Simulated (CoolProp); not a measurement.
Properties of decamethylcyclopentasiloxane (D5) along the isotherm 346.85 °C.

Computed with CoolProp (reference Helmholtz-energy equation of state, Thol 2019).

```json
[
 {"p (MPa)": "0.00511", "phase": "gas", "density (kg/m³)": "0.3682", "cp (kJ/(kg K))": "1.953", "cv (kJ/(kg K))": "1.930"},
 {"p (MPa)": "0.00826", "phase": "gas", "density (kg/m³)": "0.5957", "cp (kJ/(kg K))": "1.953", "cv (kJ/(kg K))": "1.930"},
 {"p (MPa)": "0.0133", "phase": "gas", "density (kg/m³)": "0.9608", "cp (kJ/(kg K))": "1.953", "cv (kJ/(kg K))": "1.930"},
 {"p (MPa)": "0.0216", "phase": "gas", "density (kg/m³)": "1.565", "cp (kJ/(kg K))": "1.954", "cv (kJ/(kg K))": "1.930"},
 {"p (MPa)": "0.0348", "phase": "gas", "density (kg/m³)": "2.532", "cp (kJ/(kg K))": "(withheld)", "cv (kJ/(kg K))": "(withheld)"},
 {"p (MPa)": "0.0563", "phase": "gas", "density (kg/m³)": "4.126", "cp (kJ/(kg K))": "1.956", "cv (kJ/(kg K))": "1.932"},
 {"p (MPa)": "0.0909", "phase": "gas", "density (kg/m³)": "6.743", "cp (kJ/(kg K))": "1.959", "cv (kJ/(kg K))": "1.933"},
 {"p (MPa)": "0.147", "phase": "gas", "density (kg/m³)": "11.13", "cp (kJ/(kg K))": "1.964", "cv (kJ/(kg K))": "(withheld)"},
 {"p (MPa)": "0.237", "phase": "gas", "density (kg/m³)": "18.57", "cp (kJ/(kg K))": "1.973", "cv (kJ/(kg K))": "1.938"},
 {"p (MPa)": "0.383", "phase": "gas", "density (kg/m³)": "(withheld)", "cp (kJ/(kg K))": "1.992", "cv (kJ/(kg K))": "1.943"},
 {"p (MPa)": "0.619", "phase": "gas", "density (kg/m³)": "(withheld)", "cp (kJ/(kg K))": "2.043", "cv (kJ/(kg K))": "1.954"},
 {"p (MPa)": "1", "phase": "gas", "density (kg/m³)": "(withheld)", "cp (kJ/(kg K))": "2.517", "cv (kJ/(kg K))": "1.987"},
 {"p (MPa)": "1.62", "phase": "supercritical", "density (kg/m³)": "(withheld)", "cp (kJ/(kg K))": "2.428", "cv (kJ/(kg K))": "1.992"}
]
```

Q: What belongs in the gaps?

A: 
- 0.0348, cp (kJ/(kg K)): 1.955
- 0.0348, cv (kJ/(kg K)): 1.931
- 0.147, cv (kJ/(kg K)): 1.934
- 0.383, density (kg/m³): 31.97
- 0.619, density (kg/m³): 58.75
- 1, density (kg/m³): 142.2
- 1.62, density (kg/m³): 495.7
